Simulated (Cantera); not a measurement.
An isothermal, constant-pressure homogeneous reactor starts with C₂H₆ : N₂ = 1 : 25 (molar parts), at 1223 K and 135 Torr. Integrator tolerance rtol = 1e-08.

Detailed kinetics in Cantera: GRI-Mech 3.0 (53 species, 325 reactions). GRI-Mech 3.0 stops at C3 and has no aromatics, soot or wall deposition, so with more carbon than oxygen in the feed, carbon stays in small species such as C2H2 where larger ones or solid carbon would form.

Problem. What does this change do: N2 25 to 16 parts?

Solution. 
```
quantity                                              before                                      after
-----------------  -----------------------------------------  -----------------------------------------
x(C₂H₆) at 20.0 s    3.04e-6 (gas-phase equilibrium 1.24e-6)    9.03e-6 (gas-phase equilibrium 3.70e-6)
x(CH₄) at 20.0 s     0.00575 (gas-phase equilibrium 0.00899)     0.00932 (gas-phase equilibrium 0.0181)
x(C₂H₂) at 20.0 s      0.0303 (gas-phase equilibrium 0.0118)      0.0430 (gas-phase equilibrium 0.0192)
x(C₂H) at 20.0 s   3.68e-11 (gas-phase equilibrium 7.95e-12)  5.40e-11 (gas-phase equilibrium 1.11e-11)
x(H) at 20.0 s       3.25e-7 (gas-phase equilibrium 1.71e-7)    4.82e-7 (gas-phase equilibrium 1.99e-7)
x(H₂) at 20.0 s        0.0605 (gas-phase equilibrium 0.0576)      0.0871 (gas-phase equilibrium 0.0780)
```
